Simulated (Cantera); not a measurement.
Input (Python, Cantera):

```python
import numpy as np
import cantera as ct

gas = ct.Solution("h2o2.yaml")
gas.TPX = 623, 300000, {'H2': 1, 'O2': 0.909, 'N2': 3.42}
flame = ct.FreeFlame(gas, width=0.019)
flame.set_refine_criteria(ratio=3, slope=0.08, curve=0.16)
flame.transport_model = "mixture-averaged"
flame.solve(loglevel=0, auto=True)
flame.transport_model = "multicomponent"
flame.soret_enabled = False
flame.solve(loglevel=0, refine_grid=True)
z, T = flame.grid, flame.T
thick = (T[-1] - T[0]) / np.gradient(T, z).max()
show = ['H2', 'O2', 'H', 'H2O', 'HO2', 'H2O2']
print(f"laminar burning velocity  {flame.velocity[0] * 100:.3f} cm/s")
print(f"burnt temperature         {T[-1]:.1f} K")
print(f"thermal thickness         {thick * 1e3:.4f} mm")
print(f"grid points               {len(z)}")
z0 = z[flame.heat_release_rate.argmax()]
print(f"{'z/mm':>9s}{'T/K':>9s}{'u/(m/s)':>9s}" + "".join(f"{s:>11s}" for s in show))
rows = []
for k in (-3, -2, -1.5, -1, -0.5, -0.25, 0, 0.25, 0.5, 1, 2, 4, 8):
    zz = z0 + k * thick
    rows.append([k * thick, np.interp(zz, z, T), np.interp(zz, z, flame.velocity),
                 *(np.interp(zz, z, flame.X[gas.species_index(s)]) for s in show)])
    print(f"{rows[-1][0] * 1e3:9.3f}{rows[-1][1]:9.1f}{rows[-1][2]:9.3f}" + "".join(f"{x:11.3e}" for x in rows[-1][3:]))
```

It prints:

```
laminar burning velocity  299.930 cm/s
burnt temperature         1987.5 K
thermal thickness         0.1101 mm
grid points               109
     z/mm      T/K  u/(m/s)         H2         O2          H        H2O        HO2       H2O2
   -0.330    623.0    2.999  1.875e-01  1.706e-01  7.482e-14  1.238e-07  2.995e-09  2.119e-10
   -0.220    623.1    2.996  1.866e-01  1.708e-01  1.113e-11  3.744e-06  1.282e-07  9.237e-09
   -0.165    623.4    2.992  1.847e-01  1.712e-01  2.555e-10  2.750e-05  1.205e-06  8.841e-08
   -0.110    627.3    2.986  1.776e-01  1.726e-01  3.374e-08  3.241e-04  1.978e-05  1.472e-06
   -0.055    729.8    3.364  1.430e-01  1.741e-01  1.155e-04  1.140e-02  5.286e-04  4.705e-05
   -0.028    996.2    4.483  1.017e-01  1.620e-01  1.762e-03  4.763e-02  4.338e-04  5.747e-05
    0.000   1323.7    5.877  5.473e-02  1.328e-01  6.056e-03  1.064e-01  2.511e-04  1.780e-05
    0.028   1556.1    6.881  2.390e-02  1.053e-01  8.029e-03  1.526e-01  1.531e-04  5.487e-06
    0.055   1689.2    7.452  1.180e-02  9.277e-02  6.715e-03  1.734e-01  1.037e-04  3.171e-06
    0.110   1820.4    7.999  5.577e-03  8.673e-02  3.477e-03  1.868e-01  5.924e-05  1.727e-06
    0.220   1911.8    8.365  2.666e-03  8.574e-02  1.117e-03  1.945e-01  2.806e-05  9.605e-07
    0.441   1959.3    8.551  1.003e-03  8.603e-02  2.459e-04  1.990e-01  1.113e-05  5.261e-07
    0.881   1979.0    8.627  3.344e-04  8.647e-02  4.779e-05  2.011e-01  4.616e-06  2.912e-07
```

Cantera simulation using the H2/O2 subset of GRI-Mech 3.0, which has no nitrogen chemistry; the numbers are that mechanism's predictions, not measurements. The hydrogen kinetics of GRI-Mech 3.0 are dated; newer H2 mechanisms differ, most at raised pressure. Burning velocities carry a grid error of a few per cent, more on coarse grids. Lean hydrogen flames are cellular in practice and burn faster than this planar one.
